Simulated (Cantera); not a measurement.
Mixture: 9.43 % CO, 0.311 % H₂, 2.45 % CH₄, 18.5 % O₂, 69.3 % N₂, equivalence ratio 0.53, at 0.987 atm, adiabatic and at constant volume. Ignition delay is the time to a rise of 400 K.

Cantera simulation using GRI-Mech 3.0 (53 species, 325 reactions); the numbers are that mechanism's predictions, not measurements.

Task: Predict: delay at 1150 K; delay at 1250 K; delay at 1350 K; delay at 1450 K; delay at 1550 K; delay at 1650 K; apparent activation energy between 1450 and 1650 K.

Result: 
```json
{
 "delay at 1150 K": "5.36 ms",
 "delay at 1250 K": "2.07 ms",
 "delay at 1350 K": "0.891 ms",
 "delay at 1450 K": "0.441 ms",
 "delay at 1550 K": "0.244 ms",
 "delay at 1650 K": "0.145 ms",
 "apparent activation energy between 1450 and 1650 K": "110 kJ/mol"
}
```
